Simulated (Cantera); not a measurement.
A closed system holds: 1 mol Si₃N₄, a varied amount of CO₂, 64 mol H₂, at 1450 K and 69.0 Pa.

Method: chemical equilibrium by Gibbs-energy minimisation in Cantera with the NASA 1993 tables (ideal gas, pure condensed phases). Candidate condensed phases: C, C₆H₆, C₇H₈, C₈H₁₈, H₂O, Si, SiC, SiO₂, Si₂N₂O, Si₃N₄; 151 gas species. Mutual solubility and eutectic melting of coexisting phases are not modelled. Kinetics and transport are ignored.

x: gas mole fraction; n: condensed amount in mol.

```json
[
 {"n(CO₂) (mol)": "0.088", "x H₂": "0.974", "x N₂": "0.0248", "x CO": "8.01e-6", "x SiO": "0.000356", "x H": "0.000355", "n Si(s)": "2.26", "n SiC(s)": "0.0874", "n Si₂N₂O(s)": "?", "n Si₃N₄(s)": "0.110"},
 {"n(CO₂) (mol)": "0.29", "x H₂": "0.977", "x N₂": "0.0221", "x CO": "8.99e-6", "x SiO": "0.000400", "x H": "0.000356", "n Si(s)": "1.58", "n SiC(s)": "0.289", "n Si₂N₂O(s)": "?", "n Si₃N₄(s)": "0"},
 {"n(CO₂) (mol)": "0.49", "x H₂": "0.983", "x N₂": "0.0162", "x CO": "1.22e-5", "x SiO": "0.000545", "x H": "0.000357", "n Si(s)": "0.588", "n SiC(s)": "0.489", "n Si₂N₂O(s)": "?", "n Si₃N₄(s)": "0"},
 {"n(CO₂) (mol)": "0.69", "x H₂": "0.982", "x N₂": "0.0137", "x CO": "0.00133", "x SiO": "0.00291", "x H": "0.000357", "n Si(s)": "0", "n SiC(s)": "0.603", "n Si₂N₂O(s)": "1.10", "n Si₃N₄(s)": "0"},
 {"n(CO₂) (mol)": "0.9", "x H₂": "0.975", "x N₂": "0.0138", "x CO": "0.00602", "x SiO": "0.00478", "x H": "0.000356", "n Si(s)": "0", "n SiC(s)": "0.504", "n Si₂N₂O(s)": "1.09", "n Si₃N₄(s)": "0"},
 {"n(CO₂) (mol)": "1.1", "x H₂": "0.970", "x N₂": "0.0135", "x CO": "0.0107", "x SiO": "0.00588", "x H": "0.000355", "n Si(s)": "0", "n SiC(s)": "0.396", "n Si₂N₂O(s)": "1.11", "n Si₃N₄(s)": "0"},
 {"n(CO₂) (mol)": "1.3", "x H₂": "0.964", "x N₂": "0.0131", "x CO": "0.0153", "x SiO": "0.00679", "x H": "0.000354", "n Si(s)": "0", "n SiC(s)": "0.283", "n Si₂N₂O(s)": "1.13", "n Si₃N₄(s)": "0"}
]
```

Task: Some entries are withheld; supply them.

Result: 
- 0.088, n Si₂N₂O(s): 0.152
- 0.29, n Si₂N₂O(s): 0.553
- 0.49, n Si₂N₂O(s): 0.944
